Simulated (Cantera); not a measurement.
Equilibrium for silicon oxide and oxynitride deposition: HMDSO + H₂O

Input: 1 mol HMDSO, a varied amount of H₂O, at 1000 °C and 13.3 mbar.

Equilibrium computed with Cantera from the NASA thermochemical tables; the gas is ideal and each condensed phase is pure. Candidate condensed phases: C, C₆H₆, C₇H₈, C₈H₁₈, H₂O, Si, SiC, SiO₂; 123 gas species. The feed counts by its element totals alone. Mutual solubility and eutectic melting of coexisting phases are not modelled. The tables hold silica as quartz up to 1696 K and as liquid above; real silica turns to tridymite and cristobalite and melts near 1996 K. Equilibrium is a limit: real reactors are often held back by kinetics, nucleation or transport.

At 1.7 mol H₂O the condensed part is C(graphite) + SiC(s) + SiO₂(β-quartz). From 4 mol H₂O to 8.6 mol H₂O the condensed part is C(graphite) + SiO₂(β-quartz). From 11 mol H₂O to 20 mol H₂O the condensed part is SiO₂(β-quartz).

| n(H₂O) (mol) | x H₂ | x H₂O | x CO | x CO₂ | x CH₄ | x SiO | n C(graphite) | n SiC(s) | n SiO₂(β-quartz) |
|---|---|---|---|---|---|---|---|---|---|
| 1.7 | 0.977 | 3.59e-6 | 0.0232 | 5.16e-8 | 0.000119 | 1.48e-5 | 4.97 | 0.777 | 1.22 |
| 4 | 0.928 | 1.05e-5 | 0.0714 | 4.88e-7 | 0.000108 | 4.81e-6 | 5.00 | 0 | 2.00 |
| 6.3 | 0.822 | 2.31e-5 | 0.177 | 3.01e-6 | 8.46e-5 | 1.94e-6 | 2.70 | 0 | 2.00 |
| 8.6 | 0.759 | 2.90e-5 | 0.241 | 5.57e-6 | 7.20e-5 | 1.42e-6 | 0.399 | 0 | 2.00 |
| 11 | 0.704 | 0.0648 | 0.219 | 0.0121 | 2.34e-8 | 5.92e-10 | 0 | 0 | 2.00 |
| 13 | 0.664 | 0.122 | 0.193 | 0.0213 | 9.22e-9 | 2.97e-10 | 0 | 0 | 2.00 |
| 16 | 0.612 | 0.195 | 0.162 | 0.0312 | 3.79e-9 | 1.71e-10 | 0 | 0 | 2.00 |
| 18 | 0.581 | 0.237 | 0.146 | 0.0359 | 2.40e-9 | 1.34e-10 | 0 | 0 | 2.00 |
| 20 | 0.554 | 0.275 | 0.132 | 0.0395 | 1.62e-9 | 1.10e-10 | 0 | 0 | 2.00 |
x: gas mole fraction; n: condensed amount in mol.
